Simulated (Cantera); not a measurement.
Feed: 1 mol Si, 4.9 mol HCl, 18 mol H2, at 623.15 K and 1 atm.

Equilibrium computed with Cantera from the NASA thermochemical tables; the gas is ideal and each condensed phase is pure. Candidate condensed phases: Si; 19 gas species. Equilibrium is a limit: real reactors are often held back by kinetics, nucleation or transport.

**Question.** What is the equilibrium state?

**Answer.** 
- x(H2) = 0.913
- x(SiCl4) = 0.0456
- x(HCl) = 0.0411
- x(SiHCl3) = 4.70e-5
- gas amount = 21.90 mol
- log10 activity of Si(s) (absent) = -11.57
